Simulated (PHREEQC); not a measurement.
NH3 is added in steps, without added water, to 1 kg of water holding 0.021 mol/kgw NaHSO4, 0.00011 mol/kgw KOH and 0.012 mol/kgw LiCl, at 25 °C. Oxygen is held at 0.21 atm. The system is closed to CO2. Only these solids could form: Halite, Mirabilite.

Base run: PHREEQC, ion-association model, wateq4f.dat. Each further column changes one thing. The table gives HSO4- (mol/kgw).

```csv
NH3 added (mol),base,temperature from 25 to 60 °C,KOH left out,diluted 5-fold with water,no solid may form
0,0.00754,0.0105,0.00757,0.000732,0.00754
0.002906,0.00667,0.00939,0.00671,0.000242,0.00667
0.004844,0.00606,0.00858,0.00610,8.41e-10,0.00606
0.00775,0.00510,0.00728,0.00514,1.57e-10,0.00510
0.01066,0.00408,0.00586,0.00412,8.71e-11,0.00408
0.01259,0.00336,0.00485,0.00340,6.72e-11,0.00336
0.0155,0.00224,0.00325,0.00229,5.01e-11,0.00224
0.01841,0.00106,0.00154,0.00110,4.00e-11,0.00106
0.02034,0.000237,0.000344,0.000284,3.53e-11,0.000237
0.02325,3.39e-9,6.86e-8,3.57e-9,3.00e-11,3.39e-9
0.02616,1.52e-9,3.07e-8,1.56e-9,2.61e-11,1.52e-9
0.02809,1.11e-9,2.25e-8,1.13e-9,2.41e-11,1.11e-9
0.031,7.92e-10,1.60e-8,8.05e-10,2.15e-11,7.92e-10
```

 Constants without temperature data keep their 25 °C values here.
